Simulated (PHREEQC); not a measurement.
A made-up water analysis in mg/L, 20 °C, pH 6.83, pe 11.2: Na 1.76; K 0.373; Ca 0.9; Mg 0.127; Cl 2.67; S(6) as SO4 1.63; Alkalinity as HCO3 2.1; F 0.000585; Ni 0.00178; Li 0.00157.

Valence states are taken as typed.

All values are PHREEQC results (ion-association model, wateq4f.dat), not measurements.

This is a speciation only: nothing precipitates in the calculation.

**Question.** Order these Ni species by the share of Ni that they hold, largest first: Ni+2, NiCO3, NiHCO3+, NiSO4.

**Answer.** Ni+2 (93 %), NiCO3 (6.3 %), NiHCO3+ (0.42 %), NiSO4 (0.26 %)

The pH is 6.83 and the ionic strength 0.000187 mol/kgw.
